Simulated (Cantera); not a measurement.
A closed system holds: 1 mol c-C4F8, 0.02 mol HCl, 0.12 mol H2, at 3000 °C and 4.00 Pa.

These are equilibrium values from Cantera (NASA tables, ideal gas, pure condensed phases), not measurements of a reactor. Candidate condensed phases: C, C6H6, C7H8, C8H18; 118 gas species. The feed counts by its element totals alone. Kinetics and transport are ignored.

Base state: F 0.656, C 0.311, H 0.0209, C2 0.00615, CF 0.00288, Cl 0.00165, C3 0.00130, HF 0.000485 (mole fractions); condensed: gas only.

**Question.** What changes in the equilibrium state with this change: pressure from 4.00 Pa to 11.0 mbar?

**Answer.** 
```json
[
 {"species": "F", "before": "0.656", "after": "0.739"},
 {"species": "C3", "before": "0.00130", "after": "0.0896"},
 {"species": "CF", "before": "0.00288", "after": "0.0866"},
 {"species": "C", "before": "0.311", "after": "0.0301"},
 {"species": "HF", "before": "0.000485", "after": "0.0246"},
 {"species": "H", "before": "0.0209", "after": "0.00343"},
 {"species": "C2", "before": "0.00615", "after": "0.0159"},
 {"species": "C5", "before": "2.62e-8", "after": "0.00128"},
 {"species": "CF2", "before": "6.85e-7", "after": "0.00638"},
 {"species": "C4", "before": "2.05e-7", "after": "0.000376"}
]
```

**Question.** What changes in the equilibrium state with this change: HCl from 0.02 to 1.5 mol?

**Answer.** 
| species | before | after |
|---|---|---|
| F | 0.656 | 0.526 |
| C | 0.311 | 0.253 |
| H | 0.0209 | 0.113 |
| Cl | 0.00165 | 0.0994 |
| HF | 0.000485 | 0.00210 |
| C3 | 0.00130 | 0.000702 |
| CF | 0.00288 | 0.00188 |
| C2 | 0.00615 | 0.00408 |

**Question.** What changes in the equilibrium state with this change: pressure from 4.00 Pa to 1.20 Pa?

**Answer.** 
```csv
species,before,after
F,0.656,0.653
C,0.311,0.322
H,0.0209,0.0211
C2,0.00615,0.00198
C3,0.00130,0.000130
HF,0.000485,0.000146
CF,0.00288,0.000891
```
